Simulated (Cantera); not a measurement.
A perfectly stirred reactor is fed with H₂ : O₂ : N₂ = 1 : 0.806 : 3.03 (molar parts), equivalence ratio 0.62, at 4.93 atm; it is adiabatic with a 675 K inlet, and is followed from long to short residence time, starting on the burning branch (τ in s: 0.021, 0.011, 0.0054, 0.0027, 0.0014, 0.00069, 0.00035, 0.00018, 8.9e-05, 4.5e-05, 2.3e-05).

Detailed kinetics in Cantera: GRI-Mech 3.0 (53 species, 325 reactions). The hydrogen kinetics of GRI-Mech 3.0 are dated; newer H2 mechanisms differ, most at raised pressure.

```json
[
 {"quantity": "blow-out, bracketed by the residence times tried", "before": "burning at 23.0 µs, the shortest tried", "after": "burning at 23.0 µs, the shortest tried"},
 {"quantity": "x(H₂) at τ = 21.0 ms", "before": "0.000448", "after": "0.000192"},
 {"quantity": "x(O₂) at τ = 21.0 ms", "before": "0.0692", "after": "0.0701"},
 {"quantity": "x(NO) at τ = 21.0 ms", "before": "0.000820", "after": "6.49e-5"},
 {"quantity": "x(H) at τ = 21.0 ms", "before": "5.23e-5", "after": "1.36e-5"},
 {"quantity": "x(H₂O₂) at τ = 21.0 ms", "before": "4.40e-7", "after": "2.90e-7"},
 {"quantity": "x(H₂) at τ = 0.690 ms", "before": "0.00157", "after": "0.00139"},
 {"quantity": "x(O₂) at τ = 0.690 ms", "before": "0.0692", "after": "0.0698"},
 {"quantity": "x(NO) at τ = 0.690 ms", "before": "8.80e-5", "after": "2.17e-5"},
 {"quantity": "x(H) at τ = 0.690 ms", "before": "0.000286", "after": "0.000216"},
 {"quantity": "x(H₂O₂) at τ = 0.690 ms", "before": "6.40e-7", "after": "7.98e-7"}
]
```

Problem. Which change was made?
A) inlet temperature 675 to 723 K
B) O2 0.806 to 1.2 parts
C) inlet temperature 675 to 750 K
D) inlet temperature 675 to 425 K

Solution. D, inlet temperature 675 to 425 K
